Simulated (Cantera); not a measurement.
Feed: 1 mol TiC, 0.33 mol H₂, 0.0043 mol C, equilibrated at 6.50 mbar.

Equilibrium computed with Cantera from the NASA thermochemical tables; the gas is ideal and each condensed phase is pure. Candidate condensed phases: C, C₆H₆, C₇H₈, C₈H₁₈, Ti, TiC; 77 gas species. TiC: taken at fixed stoichiometry. Rates play no part.

Q: At 1650 °C, list the 3 most abundant gas species with their mole fractions, and the condensed phases.

A: H₂ 0.988, H 0.0116, C₂H₂ (acetylene) 0.000446. Condensed: C(graphite) + TiC(s).
